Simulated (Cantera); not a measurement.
An isothermal, constant-pressure homogeneous reactor starts with 28.2 % H2, 25.6 % O2, 46.2 % N2, equivalence ratio 0.55, at 1225 K and 100.0 Torr.

Model: GRI-Mech 3.0 (53 species, 325 reactions), integrated in Cantera. The temperature is held fixed by assumption; the heat of reaction is taken as removed at once.

x: mole fraction; the columns are a selection and need not sum to one.

```json
[
 {"t (s)": "1.00e-5", "x H2": "0.282", "x O2": "0.256", "x NO2": "<1e-12", "x N2O": "<1e-12", "x NO": "<1e-12", "x HO2": "1.06e-8", "x H2O2": "1.50e-11"},
 {"t (s)": "2.74e-5", "x H2": "0.282", "x O2": "0.256", "x NO2": "<1e-12", "x N2O": "<1e-12", "x NO": "<1e-12", "x HO2": "3.03e-8", "x H2O2": "1.14e-10"},
 {"t (s)": "7.53e-5", "x H2": "0.282", "x O2": "0.256", "x NO2": "<1e-12", "x N2O": "<1e-12", "x NO": "<1e-12", "x HO2": "2.14e-7", "x H2O2": "1.24e-9"},
 {"t (s)": "0.000207", "x H2": "[?]", "x O2": "[?]", "x NO2": "1.10e-11", "x N2O": "[?]", "x NO": "[?]", "x HO2": "[?]", "x H2O2": "[?]"},
 {"t (s)": "0.000567", "x H2": "0.0158", "x O2": "0.137", "x NO2": "5.70e-10", "x N2O": "1.77e-8", "x NO": "7.73e-6", "x HO2": "2.81e-5", "x H2O2": "2.93e-6"},
 {"t (s)": "0.00156", "x H2": "[?]", "x O2": "0.134", "x NO2": "[?]", "x N2O": "[?]", "x NO": "8.77e-6", "x HO2": "[?]", "x H2O2": "[?]"},
 {"t (s)": "0.00427", "x H2": "0.000213", "x O2": "0.134", "x NO2": "3.18e-8", "x N2O": "4.18e-8", "x NO": "8.77e-6", "x HO2": "5.96e-6", "x H2O2": "8.24e-7"},
 {"t (s)": "0.0117", "x H2": "2.66e-5", "x O2": "0.134", "x NO2": "6.17e-8", "x N2O": "4.52e-8", "x NO": "8.75e-6", "x HO2": "1.09e-6", "x H2O2": "2.36e-7"},
 {"t (s)": "0.0321", "x H2": "4.99e-6", "x O2": "0.134", "x NO2": "5.87e-8", "x N2O": "4.67e-8", "x NO": "8.75e-6", "x HO2": "2.48e-7", "x H2O2": "7.32e-8"},
 {"t (s)": "0.0882", "x H2": "1.27e-6", "x O2": "0.134", "x NO2": "4.06e-8", "x N2O": "4.74e-8", "x NO": "8.77e-6", "x HO2": "7.15e-8", "x H2O2": "2.46e-8"},
 {"t (s)": "0.242", "x H2": "3.88e-7", "x O2": "0.134", "x NO2": "2.73e-8", "x N2O": "4.71e-8", "x NO": "8.78e-6", "x HO2": "2.62e-8", "x H2O2": "8.76e-9"},
 {"t (s)": "0.664", "x H2": "1.37e-7", "x O2": "0.134", "x NO2": "2.47e-8", "x N2O": "4.45e-8", "x NO": "8.79e-6", "x HO2": "1.47e-8", "x H2O2": "3.37e-9"},
 {"t (s)": "1.82", "x H2": "6.54e-8", "x O2": "0.134", "x NO2": "3.27e-8", "x N2O": "3.72e-8", "x NO": "8.78e-6", "x HO2": "1.34e-8", "x H2O2": "1.65e-9"},
 {"t (s)": "5.00", "x H2": "5.26e-8", "x O2": "0.134", "x NO2": "3.81e-8", "x N2O": "2.28e-8", "x NO": "8.77e-6", "x HO2": "1.38e-8", "x H2O2": "1.32e-9"}
]
```

Q: What belongs in the gaps?

A: 
- 0.000207, x H2: 0.0894
- 0.000207, x O2: 0.172
- 0.000207, x N2O: 3.02e-9
- 0.000207, x NO: 3.95e-7
- 0.000207, x HO2: 2.35e-5
- 0.000207, x H2O2: 1.94e-6
- 0.00156, x H2: 0.00229
- 0.00156, x NO2: 4.63e-9
- 0.00156, x N2O: 3.26e-8
- 0.00156, x HO2: 2.14e-5
- 0.00156, x H2O2: 2.52e-6
